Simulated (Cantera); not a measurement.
Cantera run, input and output.

```python
import numpy as np
import cantera as ct

gas = ct.Solution("gri30.yaml")
gas.TPX = 1325, 101325, {'CH4': 0.0061, 'O2': 0.008, 'N2': 2.2}
reactor = ct.IdealGasConstPressureReactor(gas, energy="off", clone=False)
net = ct.ReactorNet([reactor])
net.rtol, net.atol = 1e-08, 1e-18
show = ['CH4', 'O2', 'H2', 'NO', 'CH2', 'N2O', 'CH2O']
times = np.geomspace(1e-05, 200, 14)

steps = ct.SolutionArray(gas, extra=["t"])
rows = []
print(f"{'t/s':>10s}{'T/K':>9s}{'P/Pa':>11s}" + "".join(f"{s:>11s}" for s in show))
for t in times:
    while net.time < t:
        t_next = net.step()
        steps.append(gas.state, t=t_next)
    rows.append([np.interp(t, steps.t, y) for y in (steps.T, steps.P, *steps(*show).X.T)])
    print(f"{t:10.3e}{rows[-1][0]:9.1f}{rows[-1][1]:11.4g}" + "".join(f"{x:11.3e}" for x in rows[-1][2:]))
rate = np.gradient(steps.T, steps.t)
print("integrator steps:", len(steps.t))
if steps.T.max() > steps.T[0] + 200:
    print(f"time of steepest temperature rise: {steps.t[rate.argmax()]:.4e} s")
gas.TPX = 1325, 101325, {'CH4': 0.0061, 'O2': 0.008, 'N2': 2.2}
gas.equilibrate("TP")
print(f"equilibrium (TP): T = {gas.T:.1f} K  " + "  ".join(f"{s} {gas[s].X[0]:.3e}" for s in show))
```

Output:

```
       t/s      T/K       P/Pa        CH4         O2         H2         NO        CH2        N2O       CH2O
 1.000e-05   1325.0  1.013e+05  2.755e-03  3.613e-03  1.667e-11  6.797e-21  5.914e-19  2.069e-16  3.907e-14
 3.644e-05   1325.0  1.013e+05  2.755e-03  3.613e-03  1.606e-10  2.268e-19  2.380e-17  1.236e-15  6.164e-13
 1.328e-04   1325.0  1.013e+05  2.755e-03  3.613e-03  9.802e-10  3.498e-18  2.927e-16  9.490e-15  1.086e-11
 4.840e-04   1325.0  1.013e+05  2.755e-03  3.613e-03  4.222e-09  2.072e-17  1.557e-15  6.474e-14  1.739e-10
 1.764e-03   1325.0  1.013e+05  2.755e-03  3.613e-03  1.725e-08  9.913e-17  1.045e-14  5.039e-13  2.585e-09
 6.428e-03   1325.0  1.013e+05  2.755e-03  3.613e-03  7.605e-08  5.772e-16  1.059e-13  3.534e-12  3.913e-08
 2.343e-02   1325.0  1.013e+05  2.753e-03  3.613e-03  3.967e-07  4.617e-15  9.888e-13  1.652e-11  5.237e-07
 8.537e-02   1325.0  1.013e+05  2.742e-03  3.607e-03  2.924e-06  3.855e-14  4.468e-12  8.162e-11  4.175e-06
 3.111e-01   1325.0  1.013e+05  2.623e-03  3.545e-03  5.073e-05  7.624e-13  5.140e-11  6.993e-10  1.780e-05
 1.134e+00   1325.0  1.013e+05  2.961e-05  7.990e-06  1.526e-03  2.842e-07  1.115e-10  1.087e-09  7.365e-09
 4.132e+00   1325.0  1.013e+05  2.974e-05  7.760e-07  1.616e-03  2.631e-07  3.105e-12  4.557e-11  8.331e-10
 1.506e+01   1325.0  1.013e+05  2.987e-05  4.216e-08  1.714e-03  2.393e-07  9.276e-13  1.988e-11  3.871e-10
 5.488e+01   1325.0  1.013e+05  3.006e-05  4.381e-12  1.908e-03  1.753e-07  7.600e-13  1.098e-11  3.299e-10
 2.000e+02   1325.0  1.013e+05  3.054e-05  4.120e-14  2.100e-03  5.427e-08  6.674e-13  1.304e-12  2.959e-10
integrator steps: 2319
equilibrium (TP): T = 1325.0 K  CH4 2.584e-13  O2 3.802e-14  H2 2.242e-03  NO 2.228e-10  CH2 3.891e-21  N2O 1.649e-14  CH2O 1.629e-12
```

Detailed kinetics in Cantera: GRI-Mech 3.0 (53 species, 325 reactions).
